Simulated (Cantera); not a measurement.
Charge: 1 mol CH₄, 0.027 mol CO₂, 0.42 mol H₂, 0.007 mol O₂, equilibrated at 2725 K and 13300 Pa.

Cantera equilibrium calculation (NASA polynomials, part measured and part estimated; ideal gas, pure solids and liquids). Candidate condensed phases: C, C₆H₆, C₇H₈, C₈H₁₈, H₂O; 110 gas species. Equilibrium is a limit: real reactors are often held back by kinetics, nucleation or transport.

Base state: H₂ 0.800, H 0.153, CO 0.0252, C₂H₂ (acetylene) 0.0206, C₂H 0.000437, C₄H₂ 0.000221, C₃ 9.17e-5, C₂H₂ (vinylidene) 3.22e-5 (mole fractions); condensed: C(graphite).

What changes in the equilibrium state with this change: temperature from 2725 K to 2898 K?


| species | before | after |
|---|---|---|
| H₂ | 0.800 | 0.683 |
| H | 0.153 | 0.258 |
| C₂H₂ (acetylene) | 0.0206 | 0.0313 |
| CO | 0.0252 | 0.0237 |
| C₅ | 6.71e-7 | 1.01e-5 |
| C₂ | 8.82e-6 | 7.55e-5 |
| C(graphite), mol | 0.842 | 0.755 |
